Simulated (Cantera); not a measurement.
An isothermal, constant-pressure homogeneous reactor starts with H2 : O2 = 0.018 : 1 (molar parts), equivalence ratio 0.0090, at 1350 K and 260 Pa. Integrator tolerance rtol = 1e-08.

Computed with Cantera and the H2/O2 subset of GRI-Mech 3.0, which has no nitrogen chemistry. Radical loss at walls, strong at low pressure, is not modelled.

What does this change do: 0.061 parts H2O added?


```csv
quantity,before,after
x(H2) at 2.00 s,8.64e-5 (gas-phase equilibrium 7.24e-8),0.000191 (gas-phase equilibrium 3.09e-7)
x(O2) at 2.00 s,0.971 (gas-phase equilibrium 0.982),0.920 (gas-phase equilibrium 0.926)
x(H2O2) at 2.00 s,4.12e-9 (gas-phase equilibrium 7.14e-11),1.05e-8 (gas-phase equilibrium 2.87e-10)
x(H) at 2.00 s,0.000558 (gas-phase equilibrium 1.27e-8),0.000410 (gas-phase equilibrium 2.62e-8)
x(OH) at 2.00 s,0.00173 (gas-phase equilibrium 5.06e-5),0.00251 (gas-phase equilibrium 0.000101)
x(H2O) at 2.00 s,0.0165 (gas-phase equilibrium 0.0178),0.0719 (gas-phase equilibrium 0.0738)
```

What does this change do: pressure from 260 Pa to 2670 Pa?


```
quantity                                             before                                     after
-----------------  ----------------------------------------  ----------------------------------------
x(H2) at 2.00 s     8.64e-5 (gas-phase equilibrium 7.24e-8)   3.39e-7 (gas-phase equilibrium 2.26e-8)
x(O2) at 2.00 s         0.971 (gas-phase equilibrium 0.982)       0.982 (gas-phase equilibrium 0.982)
x(H2O2) at 2.00 s  4.12e-9 (gas-phase equilibrium 7.14e-11)  1.99e-9 (gas-phase equilibrium 2.29e-10)
x(H) at 2.00 s     0.000558 (gas-phase equilibrium 1.27e-8)   1.27e-7 (gas-phase equilibrium 2.21e-9)
x(OH) at 2.00 s     0.00173 (gas-phase equilibrium 5.06e-5)  0.000109 (gas-phase equilibrium 2.83e-5)
x(H2O) at 2.00 s      0.0165 (gas-phase equilibrium 0.0178)     0.0178 (gas-phase equilibrium 0.0178)
```
